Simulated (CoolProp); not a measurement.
Saturated liquid density (kg/m³) of CH2F2 (R32): the reference equation beside estimates from Tc = 351.3 K, pc = 57.83 bar, ω = 0.277.

Computed with CoolProp (reference Helmholtz-energy equation of state, Tillner-Roth 1997).

```
T (K)  reference  van der Waals  Soave-Redlich-Kwong
-----  ---------  -------------  -------------------
270.2       1065          549.8                824.5
280.1       1031          532.5                793.5
290.1      993.4          513.7                759.1
300        953.2          493.3                721.3
309.9      908.8          470.8                678.9
319.8      858.3          445.4                630.2
329.7      798.0          415.5                572.6
339.7      717.8          377.1                498.8
```

Absolute difference from the reference over all 8 rows, mean and median: van der Waals 48.1 and 48.2 %, Soave-Redlich-Kwong 25.5 and 24.8 %.
